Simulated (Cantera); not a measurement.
An adiabatic, constant-pressure homogeneous reactor starts with CO : H₂ : O₂ : N₂ = 1 : 0.16 : 1 : 3.76 (molar parts), equivalence ratio 0.58, at 1150 K and 0.780 bar.

Computed with Cantera and GRI-Mech 3.0 (53 species, 325 reactions).

Question: Predict: time of steepest temperature rise; temperature at 2.00 s; equilibrium temperature; x(CO) at 2.00 s; x(H₂) at 2.00 s; x(O₂) at 2.00 s; x(H₂O₂) at 2.00 s; x(H₂O) at 2.00 s.

Answer: 
- time of steepest temperature rise = 0.162 ms
- temperature at 2.00 s = 2439 K
- equilibrium temperature = 2439 K
- x(CO) at 2.00 s = 0.0180 (gas-phase equilibrium 0.0180)
- x(H₂) at 2.00 s = 0.000472 (gas-phase equilibrium 0.000472)
- x(O₂) at 2.00 s = 0.0781 (gas-phase equilibrium 0.0781)
- x(H₂O₂) at 2.00 s = 4.01e-8 (gas-phase equilibrium 4.01e-8)
- x(H₂O) at 2.00 s = 0.0263 (gas-phase equilibrium 0.0263)
